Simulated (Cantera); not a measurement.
# SiCl₄ + Cl₂ + H₂ (chlorosilane synthesis and conversion)

Feed: 1 mol SiCl₄, 2 mol Cl₂, a varied amount of H₂, at 625 K and 530000 Pa.

Cantera equilibrium calculation (NASA polynomials, part measured and part estimated; ideal gas, pure solids and liquids). Candidate condensed phases: Si; 19 gas species. Equilibrium is a limit: real reactors are often held back by kinetics, nucleation or transport.

```
n(H₂) (mol)  x HCl    x H₂  x SiCl₄   x Cl₂  x SiHCl₃     x Cl
-----------  -----  ------  -------  ------  --------  -------
1.1          0.537  <1e-12    0.244   0.220    <1e-12  1.07e-8
1.6          0.696  <1e-12    0.217  0.0870    <1e-12  6.70e-9
2.2          0.769  0.0385    0.192  <1e-12   4.65e-7   <1e-12
3            0.667   0.167    0.167  <1e-12   2.01e-6   <1e-12
4.2          0.556   0.306    0.139  <1e-12   3.69e-6   <1e-12
5.9          0.449   0.438    0.112  <1e-12   5.30e-6   <1e-12
8.2          0.357   0.554   0.0893  <1e-12   6.69e-6   <1e-12
11           0.286   0.643   0.0714  <1e-12   7.77e-6   <1e-12
```
x: gas mole fraction; nothing condenses.

From 1.1 mol H₂ to 11 mol H₂ nothing is condensed. The main Si-bearing gas is SiCl₄ throughout.
